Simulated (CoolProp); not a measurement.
Saturated liquid density (kg/m³) of dimethyl carbonate: the reference equation beside estimates from Tc = 557.0 K, pc = 4.909 MPa, ω = 0.346. Rackett uses Z = 0.29056 − 0.08775 ω.

Computed with CoolProp (reference Helmholtz-energy equation of state, Zhou 2011).

```csv
T (K),reference,Rackett,van der Waals,Redlich-Kwong,Soave-Redlich-Kwong,Peng-Robinson
370.1,964.2,983.1,561.3,819.0,861.6,973.9
381.9,946.9,965.3,551.7,802.0,845.9,956.9
393.7,929.2,947.1,541.7,784.3,829.2,938.7
405.5,911.1,928.2,531.3,765.7,811.6,919.3
417.3,892.4,908.7,520.4,746.3,792.8,898.6
429.1,873.1,888.4,509.0,725.8,772.7,876.3
440.9,853.1,867.3,497.0,704.3,751.2,852.3
452.7,832.2,845.0,484.4,681.5,728.1,826.4
464.5,810.3,821.6,470.9,657.2,703.2,798.2
476.3,787.0,796.7,456.5,631.3,676.1,767.4
```

Absolute difference from the reference over all 10 rows, mean and median: Rackett 1.7 and 1.8 %, van der Waals 41.8 and 41.7 %, Redlich-Kwong 16.9 and 16.6 %, Soave-Redlich-Kwong 11.7 and 11.3 %, Peng-Robinson 1.0 and 1.0 %.
